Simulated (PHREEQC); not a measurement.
# Metal-bearing waste water: an equilibrium model

Consider water at 25 °C with 0.06 mol/kgw NiSO4, 0.00018 mol/kgw NaHCO3 and 0.25 mol/kgw NaCl. Closed to the air; pH follows from the charge balance.

Equilibrium calculation in PHREEQC: ion-association model, wateq4f.dat.

This is a speciation only: nothing precipitates in the calculation.

Estimate the pH, activity of water.

pH 5.90; activity of water 0.990.

In which forms is S present?

SO4-2 59 %, NiSO4 25 %, NaSO4- 16 % of the S.
